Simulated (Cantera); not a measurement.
Equilibrium for sublimation and decomposition of ceramics: MgO + N2

Input: 1 mol MgO, 1.3 mol N2, equilibrated at 1 atm.

Cantera equilibrium calculation (NASA polynomials, part measured and part estimated; ideal gas, pure solids and liquids). Candidate condensed phases: Mg, MgO; 13 gas species. Equilibrium is a limit: real reactors are often held back by kinetics, nucleation or transport.

From 1625 K to 2925 K the condensed part is MgO(s). The main Mg-bearing gas is Mg throughout.

| T (K) | log p N2 | log p Mg | log p NO | log p O2 | log p O | log p MgO | log p MgN | log p N | n MgO(s) |
|---|---|---|---|---|---|---|---|---|---|
| 1625 | 0.01 | -7.51 | -7.52 | -10.49 | -9.95 | -11.64 | <-11 | -11.93 | 1.00 |
| 1725 | 0.01 | -6.75 | -6.75 | -9.30 | -8.88 | -10.41 | <-11 | -11.04 | 1.00 |
| 1825 | 0.01 | -6.06 | -6.07 | -8.24 | -7.93 | -9.33 | -11.16 | -10.24 | 1.000 |
| 1925 | 0.01 | -5.45 | -5.47 | -7.31 | -7.09 | -8.35 | -10.34 | -9.53 | 1.000 |
| 2025 | 0.01 | -4.89 | -4.93 | -6.47 | -6.33 | -7.47 | -9.59 | -8.89 | 1.000 |
| 2125 | 0.01 | -4.38 | -4.45 | -5.73 | -5.65 | -6.68 | -8.91 | -8.30 | 1.000 |
| 2225 | 0.01 | -3.91 | -4.01 | -5.07 | -5.03 | -5.96 | -8.28 | -7.77 | 1.000 |
| 2325 | 0.01 | -3.47 | -3.63 | -4.48 | -4.48 | -5.30 | -7.71 | -7.29 | 1.000 |
| 2425 | 0.01 | -3.07 | -3.28 | -3.95 | -3.98 | -4.70 | -7.17 | -6.84 | 0.999 |
| 2525 | 0.00 | -2.69 | -2.97 | -3.48 | -3.53 | -4.15 | -6.67 | -6.43 | 0.997 |
| 2625 | 0.00 | -2.34 | -2.69 | -3.06 | -3.11 | -3.64 | -6.21 | -6.05 | 0.994 |
| 2725 | 0.00 | -2.01 | -2.43 | -2.67 | -2.73 | -3.17 | -5.78 | -5.70 | 0.986 |
| 2825 | -0.01 | -1.70 | -2.20 | -2.32 | -2.38 | -2.73 | -5.38 | -5.38 | 0.971 |
| 2925 | -0.03 | -1.41 | -1.99 | -2.00 | -2.06 | -2.33 | -5.01 | -5.08 | 0.940 |
log p: log10 of the partial pressure in bar; n: condensed amount in mol.
